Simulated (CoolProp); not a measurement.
The fluid at 254.59 K and 0.0171 MPa expands adiabatically to 0.00192 MPa with isentropic efficiency 1. The same conditions are run with several fluids, on thermodynamics alone (safety and materials aside).

Values from CoolProp's reference Helmholtz-energy equation of state of each fluid (R1224YDZ: Akasaka 2023; R1336mzz(E): Akasaka 2023; C3F8 (R218): Lemmon 2006; CH2F2 (R32): Tillner-Roth 1997).

| fluid | work (kJ/kg) | final temperature (K) | final phase | final density (kg/m³) |
|---|---|---|---|---|
| R1224YDZ | 28.1 | 215.8 | two-phase, vapour fraction 0.978 | 0.163 |
| R1336mzz(E) | 26.0 | 218.1 | gas | 0.174 |
| C3F8 (R218) | 22.9 | 220.8 | gas | 0.197 |
| CH2F2 (R32) | 70.6 | 165.9 | two-phase, vapour fraction 0.984 | 0.0738 |
